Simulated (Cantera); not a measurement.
## Hydrocarbon pyrolysis for carbon deposition

A perfectly stirred reactor is fed with 16.4 % CH₄, 83.6 % N₂, at 0.0750 bar; it is held at 1473 K, and followed from long to short residence time.

Computed with Cantera and GRI-Mech 3.0 (53 species, 325 reactions). GRI-Mech 3.0 stops at C3 and has no aromatics, soot or wall deposition, so with more carbon than oxygen in the feed, carbon stays in small species such as C2H2 where larger ones or solid carbon would form.

| τ (s) | x CH₄ | x H₂ | x C₂H₂ | x C₂H₄ | x C₂H | x CH₃ | x HCN |
|---|---|---|---|---|---|---|---|
| 1.9 | 0.126 | 0.0472 | 0.0149 | 0.00121 | 1.62e-9 | 0.000170 | 1.95e-9 |
| 1.1 | 0.137 | 0.0328 | 0.00987 | 0.00148 | 1.13e-9 | 0.000190 | 9.66e-10 |
| 0.62 | 0.146 | 0.0209 | 0.00578 | 0.00166 | 7.06e-10 | 0.000208 | 4.19e-10 |
| 0.35 | 0.153 | 0.0121 | 0.00290 | 0.00159 | 3.78e-10 | 0.000218 | 1.56e-10 |
| 0.20 | 0.158 | 0.00628 | 0.00118 | 0.00125 | 1.65e-10 | 0.000215 | 4.79e-11 |
| 0.11 | 0.161 | 0.00262 | 0.000328 | 0.000713 | 5.11e-11 | 0.000192 | 1.03e-11 |
| 0.066 | 0.163 | 0.00108 | 8.28e-5 | 0.000340 | 1.51e-11 | 0.000160 | 2.41e-12 |
| 0.037 | 0.163 | 0.000367 | 1.34e-5 | 0.000115 | 3.29e-12 | 0.000119 | <1e-12 |
| 0.021 | 0.164 | 0.000129 | 1.87e-6 | 3.28e-5 | <1e-12 | 8.33e-5 | <1e-12 |
| 0.012 | 0.164 | 5.10e-5 | 2.40e-7 | 8.37e-6 | <1e-12 | 5.53e-5 | <1e-12 |
| 0.0070 | 0.164 | 2.38e-5 | 3.06e-8 | 2.02e-6 | <1e-12 | 3.55e-5 | <1e-12 |
x: mole fraction; the columns are a selection and need not sum to one.
